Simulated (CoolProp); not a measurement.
Vapour-liquid equilibrium of CHF3 (R23) (1) + R11 (2) at 278.3 K; x and y are mole fractions of (1).

Computed with CoolProp (multi-fluid Helmholtz-energy mixture model, Penoncello 2003 and Jacobsen 1992; pair parameters Bell 2016).

Task: Give the bubble pressure and the first vapour's composition at x = 0.05, 0.25, 0.65. Is there an azeotrope?

Result: x = 0.05: 0.3631 MPa, y = 0.857; x = 0.25: 1.388 MPa, y = 0.957; x = 0.65: 2.126 MPa, y = 0.970. No azeotrope shows between x = 0.05 and 0.95.

Pair parameters are fitted to limited data, so mixtures are less certain than the pure fluids. The gap from Raoult's law changes sign with composition, which may be real or a fault of the pair parameters; it wasn't checked against measurements. With so large a gap from Raoult's law the liquid may split in two, which this calculation doesn't test in full.
